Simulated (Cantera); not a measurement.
Cantera run, input and output.

```python
import numpy as np
import cantera as ct

gas = ct.Solution("gri30.yaml")


def delay(T, t_max=10):
    gas.TPX = T, 1000000, {'CO': 1, 'H2': 0.27, 'CH4': 0.14, 'O2': 1.13, 'N2': 4.25}
    reactor = ct.IdealGasReactor(gas, clone=False)
    net = ct.ReactorNet([reactor])
    net.rtol, net.atol = 1e-8, 1e-16
    while net.time < t_max:
        t_old, T_old = net.time, reactor.T
        net.step()
        if reactor.T > T + 400:  # ignition: a rise of 400 K
            return t_old + (T + 400 - T_old) / (reactor.T - T_old) * (net.time - t_old)
    return np.nan


taus = []
for T in [975, 1050, 1125, 1200, 1275, 1350, 1425]:
    taus.append(delay(T))
    print(f"T0 = {T:6g} K   tau = {taus[-1]:.4e} s")
```

It prints:

```
T0 =    975 K   tau = 8.2264e-03 s
T0 =   1050 K   tau = 1.3592e-03 s
T0 =   1125 K   tau = 2.9280e-04 s
T0 =   1200 K   tau = 8.8619e-05 s
T0 =   1275 K   tau = 3.5998e-05 s
T0 =   1350 K   tau = 1.7892e-05 s
T0 =   1425 K   tau = 1.0292e-05 s
```

Computed with Cantera and GRI-Mech 3.0 (53 species, 325 reactions). Below about 1000 K GRI-Mech 3.0 lacks low-temperature oxidation paths.
